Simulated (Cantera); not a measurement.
A closed system holds: 1 mol Fe, 0.15 mol NH₃, 15 mol H₂, at 3450 Torr.

Cantera equilibrium calculation (NASA polynomials, part measured and part estimated; ideal gas, pure solids and liquids). Candidate condensed phases: Fe; 10 gas species. Condensed phases not in the tables: Fe₄N. The numbers say what is thermodynamically allowed, not how fast it happens.

x: gas mole fraction; n: condensed amount in mol.

```tsv
T (K)	x H₂	x N₂	x NH₃	x H	x Fe	x NH₂	n Fe(α)	n Fe(γ)	n Fe(δ)	n Fe(l)
698	0.994	0.00360	0.00263	<1e-12	<1e-12	<1e-12	1.00	0	0	0
798	0.995	0.00444	0.000928	[?]	<1e-12	<1e-12	1.00	0	0	0
898	0.995	0.00471	0.000386	[?]	<1e-12	<1e-12	1.00	0	0	0
998	0.995	0.00481	0.000187	[?]	<1e-12	<1e-12	1.00	0	0	0
1098	0.995	0.00485	0.000102	[?]	<1e-12	1.96e-12	1.00	0	0	0
1198	0.995	0.00487	6.15e-5	[?]	1.01e-11	1.06e-11	0	1.00	0	0
1298	0.995	0.00488	3.99e-5	[?]	2.24e-10	4.39e-11	0	1.00	0	0
1398	0.995	0.00489	2.75e-5	[?]	3.17e-9	1.48e-10	0	1.00	0	0
1498	0.995	0.00489	1.99e-5	[?]	3.12e-8	4.27e-10	0	1.00	0	0
1598	0.995	0.00489	1.50e-5	[?]	2.30e-7	1.07e-9	0	1.000	0	0
1698	0.995	0.00490	1.17e-5	[?]	1.32e-6	2.43e-9	0	0	1.000	0
1798	0.995	0.00490	9.36e-6	[?]	6.22e-6	5.00e-9	0	0	1.000	0
1898	0.995	0.00490	7.68e-6	[?]	2.36e-5	9.56e-9	0	0	0	1.000
```

Complete the blanks.


- 798, x H: 1.24e-12
- 898, x H: 5.09e-11
- 998, x H: 1.00e-9
- 1098, x H: 1.15e-8
- 1198, x H: 8.84e-8
- 1298, x H: 4.98e-7
- 1398, x H: 2.20e-6
- 1498, x H: 7.99e-6
- 1598, x H: 2.48e-5
- 1698, x H: 6.73e-5
- 1798, x H: 0.000164
- 1898, x H: 0.000363
